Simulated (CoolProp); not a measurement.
Properties of the fluoroketone C6F12O (FK-5-1-12) along the isobar 651 kPa.

Computed with CoolProp (reference Helmholtz-energy equation of state, McLinden 2015).

| T (K) | phase | Z | cp (kJ/(kg K)) | isothermal compressibility (1/MPa) | fugacity coefficient |
|---|---|---|---|---|---|
| 306.8 | liquid | 0.05108 | 1.107 | 0.003388 | 0.08859 |
| 326.1 | liquid | 0.04999 | 1.123 | ___ | 0.1731 |
| 345.4 | liquid | 0.04935 | 1.146 | 0.006482 | 0.3044 |
| 364.7 | liquid | 0.04924 | 1.178 | 0.009770 | 0.4905 |
| 384.1 | liquid | ___ | ___ | 0.01650 | 0.7353 |
| 403.4 | gas | 0.7991 | 1.042 | 2.017 | 0.8328 |
| 422.7 | gas | ___ | 1.039 | 1.877 | 0.8599 |
| 442 | gas | ___ | ___ | 1.794 | 0.8815 |
| 461.4 | gas | 0.8903 | ___ | 1.739 | 0.8991 |
| 480.7 | gas | ___ | 1.071 | 1.699 | 0.9135 |
| 500 | gas | 0.9218 | 1.086 | 1.670 | 0.9255 |

Question: Complete the blanks.

Answer: 
- 326.1, isothermal compressibility (1/MPa): 0.004586
- 384.1, Z: 0.04989
- 384.1, cp (kJ/(kg K)): 1.225
- 422.7, Z: 0.8390
- 442, Z: 0.8681
- 442, cp (kJ/(kg K)): 1.046
- 461.4, cp (kJ/(kg K)): 1.057
- 480.7, Z: 0.9078
